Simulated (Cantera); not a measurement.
Charge: 1 mol Zr, 1.3 mol O2, 3.3 mol N2O, held at 2775 K and 130 Pa.

Cantera equilibrium calculation (NASA polynomials, part measured and part estimated; ideal gas, pure solids and liquids). Candidate condensed phases: Zr, ZrN, ZrO2; 13 gas species. Kinetics and transport are ignored.

Base state: N2 0.488, O 0.399, O2 0.0854, NO 0.0178, ZrO2 0.0103, ZrO 0.000276, N 5.62e-5 (mole fractions); condensed: ZrO2(s).

### Question
What changes in the equilibrium state with this change: temperature from 2775 K to 2550 K?

### Answer
```json
[
 {"species": "N2", "before": "0.488", "after": "0.546"},
 {"species": "O", "before": "0.399", "after": "0.231"},
 {"species": "O2", "before": "0.0854", "after": "0.203"},
 {"species": "ZrO2", "before": "0.0103", "after": "0.000558"},
 {"species": "NO", "before": "0.0178", "after": "0.0205"},
 {"species": "ZrO", "before": "0.000276", "after": "2.25e-6"},
 {"species": "N", "before": "5.62e-5", "after": "9.43e-6"},
 {"species": "ZrO2(s), mol", "before": "0.929", "after": "0"},
 {"species": "ZrO2(tetragonal), mol", "before": "0", "after": "0.997"}
]
```
